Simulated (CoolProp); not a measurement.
Vapour-liquid equilibrium of ethylene (1) + isobutane (2) at 0.285 MPa; x and y are mole fractions of (1).

Model: multi-fluid Helmholtz-energy mixture model, Smukala 2000 and Bücker 2006; pair parameters Bell 2016, in CoolProp.

```
x      bubble temperature (K)  y at the bubble point  dew temperature at overall composition x (K)  liquid density (mol/L)
-----  ----------------------  ---------------------  --------------------------------------------  ----------------------
0.05                    273.1                  0.455                                         289.6                   10.19
0.125                   251.8                  0.773                                         286.9                   10.96
0.2                     237.0                  0.892                                         284.2                   11.64
0.275                   226.5                  0.942                                         281.2                   12.28
0.35                    218.6                  0.967                                         278.0                   12.91
0.425                   212.5                  0.980                                         274.6                   13.54
0.5                     207.5                  0.987                                         270.8                   14.18
0.575                   203.5                  0.992                                         266.6                   14.84
0.65                    200.0                  0.995                                         261.7                   15.53
0.725                   197.1                  0.997                                         256.1                   16.26
0.8                     194.6                  0.998                                         249.1                   17.01
0.875                   192.4                  0.999                                         239.7                   17.80
0.95                    190.4                  1.000                                         224.3                   18.62
```

No azeotrope shows between x = 0.05 and 0.95.

Pair parameters are fitted to limited data, so mixtures are less certain than the pure fluids.
